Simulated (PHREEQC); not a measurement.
Consider water at 25 °C with 1.9 mmol/kgw HF, 0.48 mmol/kgw H2SiF6, 0.98 mmol/kgw HBF4 and 38 mmol/kgw HCl. Closed to the air; pH follows from the charge balance.

All values are PHREEQC results (ion-association model, phreeqc.dat), not measurements.

| Item | Result |
|---|---|
| pH | 1.47 |
| ionic strength | 0.0396 mol/kgw |
| specific conductance | 14700 µS/cm |
| total alkalinity | -46.7 meq/kg |

```
species  molality  activity   log γ
-------  --------  --------  ------
H+         0.0393    0.0339  -0.064
Cl-        0.0380    0.0315  -0.081
HF        0.00476   0.00480   0.004
H3BO3    0.000548  0.000553   0.004
BF4-     0.000393  0.000328  -0.079
SiF6-2   0.000357  0.000177  -0.306
```

No solid was allowed to form. The solution is supersaturated, for example in Quartz (slow to form), so a real one may precipitate; this is no full list. SiF6-2 is the database's only silicon fluoride. Real BF4- forms and hydrolyses slowly; the run takes it at equilibrium.
